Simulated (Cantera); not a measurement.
Input (Python, Cantera):

```python
import numpy as np
import cantera as ct

gas = ct.Solution("h2o2.yaml")
gas.TPX = 575, 100000, {'H2': 1, 'O2': 0.278, 'N2': 1.04}
flame = ct.FreeFlame(gas, width=0.04)
flame.set_refine_criteria(ratio=3, slope=0.08, curve=0.16)
flame.transport_model = "mixture-averaged"
flame.solve(loglevel=0, auto=True)
z, T = flame.grid, flame.T
thick = (T[-1] - T[0]) / np.gradient(T, z).max()
show = ['H2', 'O2', 'HO2', 'OH', 'H', 'H2O2']
print(f"laminar burning velocity  {flame.velocity[0] * 100:.3f} cm/s")
print(f"burnt temperature         {T[-1]:.1f} K")
print(f"thermal thickness         {thick * 1e3:.4f} mm")
print(f"grid points               {len(z)}")
z0 = z[flame.heat_release_rate.argmax()]
print(f"{'z/mm':>9s}{'T/K':>9s}{'u/(m/s)':>9s}" + "".join(f"{s:>11s}" for s in show))
rows = []
for k in (-3, -2, -1.5, -1, -0.5, -0.25, 0, 0.25, 0.5, 1, 2, 4, 8):
    zz = z0 + k * thick
    rows.append([k * thick, np.interp(zz, z, T), np.interp(zz, z, flame.velocity),
                 *(np.interp(zz, z, flame.X[gas.species_index(s)]) for s in show)])
    print(f"{rows[-1][0] * 1e3:9.3f}{rows[-1][1]:9.1f}{rows[-1][2]:9.3f}" + "".join(f"{x:11.3e}" for x in rows[-1][3:]))
```

It prints:

```
laminar burning velocity  850.971 cm/s
burnt temperature         2340.6 K
thermal thickness         0.4431 mm
grid points               135
     z/mm      T/K  u/(m/s)         H2         O2        HO2         OH          H       H2O2
   -1.329    575.0    8.510  4.314e-01  1.199e-01  2.305e-14  4.012e-19  1.271e-17 -1.243e-16
   -0.886    575.0    8.510  4.314e-01  1.199e-01  2.361e-11  1.116e-15  2.155e-13  6.044e-15
   -0.665    575.0    8.510  4.314e-01  1.199e-01  1.233e-09  8.211e-14  3.631e-11  3.831e-13
   -0.443    575.0    8.510  4.314e-01  1.199e-01  4.272e-07  1.167e-10  4.796e-08  3.307e-10
   -0.222    593.7    8.753  4.283e-01  1.199e-01  2.382e-04  6.703e-05  2.548e-04  3.330e-06
   -0.111    807.7   11.658  3.969e-01  1.141e-01  1.724e-04  6.887e-04  8.680e-03  1.104e-05
    0.000   1228.7   17.208  2.893e-01  7.501e-02  7.015e-05  2.629e-03  5.274e-02  2.415e-06
    0.111   1520.3   21.069  1.912e-01  1.949e-02  1.768e-05  5.466e-03  9.101e-02  1.356e-06
    0.222   1646.1   22.664  1.703e-01  4.573e-03  3.989e-06  6.367e-03  9.361e-02  8.600e-07
    0.443   1769.6   24.163  1.740e-01  1.699e-03  1.429e-06  7.069e-03  8.114e-02  5.284e-07
    0.886   1897.6   25.667  1.829e-01  1.163e-03  9.365e-07  7.236e-03  6.465e-02  2.950e-07
    1.772   2022.8   27.096  1.915e-01  7.151e-04  5.805e-07  6.703e-03  4.828e-02  1.555e-07
    3.544   2132.4   28.313  1.989e-01  3.774e-04  3.289e-07  5.549e-03  3.379e-02  8.154e-08
```

Cantera simulation using the H2/O2 subset of GRI-Mech 3.0, which has no nitrogen chemistry; the numbers are that mechanism's predictions, not measurements. Burning velocities carry a grid error of a few per cent, more on coarse grids.
